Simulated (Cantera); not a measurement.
What does this Cantera script print?

```python
import numpy as np
import cantera as ct

gas = ct.Solution("gri30.yaml")
gas.TPX = 523, 660000, {'CH4': 1, 'H2': 0.19, 'O2': 1.5, 'N2': 5.84, 'H2O': 0.22}
flame = ct.FreeFlame(gas, width=0.011)
flame.set_refine_criteria(ratio=3, slope=0.08, curve=0.16)
flame.transport_model = "mixture-averaged"
flame.solve(loglevel=0, auto=True)
z, T = flame.grid, flame.T
thick = (T[-1] - T[0]) / np.gradient(T, z).max()
show = ['CH4', 'H2', 'O2', 'NO', 'C2H2', 'H']
print(f"laminar burning velocity  {flame.velocity[0] * 100:.3f} cm/s")
print(f"burnt temperature         {T[-1]:.1f} K")
print(f"thermal thickness         {thick * 1e3:.4f} mm")
print(f"grid points               {len(z)}")
z0 = z[flame.heat_release_rate.argmax()]
print(f"{'z/mm':>9s}{'T/K':>9s}{'u/(m/s)':>9s}" + "".join(f"{s:>11s}" for s in show))
rows = []
for k in (-3, -2, -1.5, -1, -0.5, -0.25, 0, 0.25, 0.5, 1, 2, 4, 8):
    zz = z0 + k * thick
    rows.append([k * thick, np.interp(zz, z, T), np.interp(zz, z, flame.velocity),
                 *(np.interp(zz, z, flame.X[gas.species_index(s)]) for s in show)])
    print(f"{rows[-1][0] * 1e3:9.3f}{rows[-1][1]:9.1f}{rows[-1][2]:9.3f}" + "".join(f"{x:11.3e}" for x in rows[-1][3:]))
```

It prints:

```
laminar burning velocity  21.130 cm/s
burnt temperature         2092.2 K
thermal thickness         0.2021 mm
grid points               135
     z/mm      T/K  u/(m/s)        CH4         H2         O2         NO       C2H2          H
   -0.606    524.3    0.212  1.140e-01  2.354e-02  1.710e-01  7.792e-11  1.422e-07  1.323e-15
   -0.404    534.0    0.217  1.130e-01  2.618e-02  1.700e-01  8.374e-10  1.890e-06  9.848e-14
   -0.303    562.7    0.229  1.106e-01  2.912e-02  1.677e-01  4.102e-09  9.413e-06  2.601e-12
   -0.202    690.8    0.284  1.015e-01  3.408e-02  1.573e-01  3.965e-08  6.386e-05  6.390e-10
   -0.101   1137.8    0.475  6.955e-02  4.095e-02  1.139e-01  7.468e-07  4.071e-04  3.163e-06
   -0.051   1512.1    0.638  4.111e-02  4.469e-02  7.152e-02  2.025e-06  9.152e-04  5.262e-05
    0.000   1852.7    0.789  1.569e-02  4.782e-02  2.926e-02  3.744e-06  2.040e-03  3.529e-04
    0.051   2017.6    0.861  5.655e-03  4.990e-02  8.702e-03  6.085e-06  2.444e-03  6.323e-04
    0.101   2071.3    0.884  3.089e-03  5.191e-02  2.732e-03  8.008e-06  2.151e-03  5.795e-04
    0.202   2095.6    0.894  1.825e-03  5.498e-02  4.266e-04  1.007e-05  1.698e-03  3.896e-04
    0.404   2098.9    0.895  1.115e-03  5.823e-02  2.660e-05  1.239e-05  1.187e-03  2.968e-04
    0.809   2096.2    0.895  5.681e-04  6.098e-02  6.727e-07  1.649e-05  5.928e-04  2.852e-04
    1.617   2093.6    0.895  1.814e-04  6.274e-02  4.588e-07  2.359e-05  1.489e-04  2.841e-04
```

Computed with Cantera and GRI-Mech 3.0 (53 species, 325 reactions). Burning velocities carry a grid error of a few per cent, more on coarse grids.
